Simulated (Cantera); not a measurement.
An isothermal, constant-pressure homogeneous reactor starts with NO : N2 = 1 : 0.56 (molar parts), at 1800 K and 1300 Pa. Integrator tolerance rtol = 1e-08.

Detailed kinetics in Cantera: GRI-Mech 3.0 (53 species, 325 reactions). Radical loss at walls, strong at low pressure, is not modelled.

### Question
What does this change do: temperature 1800 to 1950 K?

### Answer
```json
[
 {"quantity": "x(NO) at 40.0 s", "before": "0.497 (gas-phase equilibrium 0.00476)", "after": "0.0898 (gas-phase equilibrium 0.00757)"},
 {"quantity": "x(N2) at 40.0 s", "before": "0.431 (gas-phase equilibrium 0.677)", "after": "0.634 (gas-phase equilibrium 0.675)"},
 {"quantity": "x(N2O) at 40.0 s", "before": "7.08e-5 (gas-phase equilibrium 2.89e-8)", "after": "1.72e-6 (gas-phase equilibrium 4.51e-8)"},
 {"quantity": "x(O2) at 40.0 s", "before": "0.0717 (gas-phase equilibrium 0.318)", "after": "0.274 (gas-phase equilibrium 0.315)"},
 {"quantity": "x(O) at 40.0 s", "before": "0.000323 (gas-phase equilibrium 0.000605)", "after": "0.00210 (gas-phase equilibrium 0.00224)"}
]
```
